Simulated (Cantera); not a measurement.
**Thermodynamics of nitride etching, feed AlN + Cl2 + O2**

Feed: 1 mol AlN, 2.4 mol Cl2, 0.54 mol O2, at 0.180 bar.

Method: chemical equilibrium by Gibbs-energy minimisation in Cantera with the NASA 1993 tables (ideal gas, pure condensed phases). Candidate condensed phases: Al, AlCl3, AlN, Al2O3; 24 gas species. The tables' values for AlCl2 are old estimates; treat these amounts as uncertain. Kinetics and transport are ignored.

From 1002 °C to 1752 °C the condensed part is Al2O3(s). The main Al-bearing gas is AlCl3 throughout.

```tsv
T (°C)	x Cl2	x Cl	x N2	x AlCl3	x O2	n Al2O3(s)
1002	0.701	0.0195	0.179	0.100	5.65e-6	0.360
1077	0.685	0.0372	0.178	0.0996	3.03e-5	0.360
1152	0.661	0.0658	0.175	0.0983	0.000132	0.360
1227	0.623	0.109	0.171	0.0966	0.000471	0.359
1302	0.570	0.168	0.166	0.0948	0.00139	0.357
1377	0.500	0.244	0.159	0.0935	0.00332	0.353
1452	0.417	0.333	0.150	0.0932	0.00640	0.345
1527	0.328	0.426	0.142	0.0933	0.00999	0.336
1602	0.244	0.516	0.133	0.0928	0.0130	0.326
1677	0.173	0.594	0.126	0.0910	0.0146	0.320
1752	0.118	0.657	0.120	0.0880	0.0147	0.317
```
x: gas mole fraction; n: condensed amount in mol.
